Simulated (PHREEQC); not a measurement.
**Copper plating or etch bath: speciation**

A solution holds 0.0067 mol/kgw Cu(NO3)2, 0.045 mol/kgw HBF4 and 0.00053 mol/kgw Na2SO4, at 6.7 °C. Closed to the air; pH follows from the charge balance.

All values are PHREEQC results (ion-association model, phreeqc.dat), not measurements.

No solid was allowed to form.

### Question
What pH does the model give?

### Answer
pH 1.44.

### Question
In which forms is B present?

### Answer
BF4- 93 %, H3BO3 3.7 %, BF3OH- 3.0 % of the B.

At this temperature some constants are extrapolated from 25 °C, and those without enthalpy data are left unchanged. Real BF4- forms and hydrolyses slowly; the run takes it at equilibrium.
